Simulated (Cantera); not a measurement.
A freely propagating, adiabatic, planar premixed flame of CH₄ : C₂H₆ : C₃H₈ : O₂ : N₂ = 1 : 0.071 : 1 : 7.88 : 29.6 (molar parts), equivalence ratio 0.92, unburnt at 625 K and 0.220 bar; mixture-averaged transport, grid criteria slope 0.08 and curve 0.16, no radiation.

Computed with Cantera and GRI-Mech 3.0 (53 species, 325 reactions). GRI-Mech 3.0 was tuned for natural gas; its chemistry of propane as a main component is partial and can be far from experiment. Burning velocities carry a grid error of a few per cent, more on coarse grids.

Q: What does this change do: N2 29.6 to 37 parts?

A: 
| quantity | before | after |
|---|---|---|
| laminar burning velocity | 198 cm/s | 153 cm/s |
| thermal thickness | 1.11 mm | 1.36 mm |
| peak x(CH₂) | 6.81e-5 | 4.46e-5 |

Q: What does this change do: inlet temperature 625 to 500 K?

A: 
```json
[
 {"quantity": "laminar burning velocity", "before": "198 cm/s", "after": "133 cm/s"},
 {"quantity": "thermal thickness", "before": "1.11 mm", "after": "1.19 mm"},
 {"quantity": "peak x(CH₂)", "before": "6.81e-5", "after": "5.62e-5"}
]
```
